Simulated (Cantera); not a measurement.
Ignition delay

Mixture: CH4 : O2 : N2 : H2 = 1 : 1.54 : 5.78 : 0.4 (molar parts), at 2330 Torr, adiabatic and at constant volume. Ignition delay is the time to a rise of 400 K.

Detailed kinetics in Cantera: GRI-Mech 3.0 (53 species, 325 reactions).

```json
[
 {"T0 (K)": "1250", "delay (ms)": "0.886"},
 {"T0 (K)": "1300", "delay (ms)": "0.594"},
 {"T0 (K)": "1350", "delay (ms)": "0.402"},
 {"T0 (K)": "1400", "delay (ms)": "0.274"},
 {"T0 (K)": "1450", "delay (ms)": "0.189"},
 {"T0 (K)": "1500", "delay (ms)": "0.132"}
]
```

```
Property                                                 Value
--------------------------------------------------  ----------
apparent activation energy between 1400 and 1500 K  130 kJ/mol
```
